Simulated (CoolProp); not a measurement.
Vapour-liquid equilibrium of dimethyl carbonate (1) + n-heptane (2) at 0.0104 MPa; x and y are mole fractions of (1).

The numbers come from the multi-fluid Helmholtz-energy mixture model, Zhou 2011 and Span 2003; pair parameters Bell 2016 in CoolProp.

Task: Give the bubble temperature and the first vapour's composition at x = 0.05, 0.65, 0.8. Is there an azeotrope?

Result: x = 0.05: 31.5 °C, y = 0.232; x = 0.65: 23.9 °C, y = 0.570; x = 0.8: 24.2 °C, y = 0.593. y crosses x between x = 0.5 and 0.65: the model has an azeotrope there.

Pair parameters are fitted to limited data, so mixtures are less certain than the pure fluids.
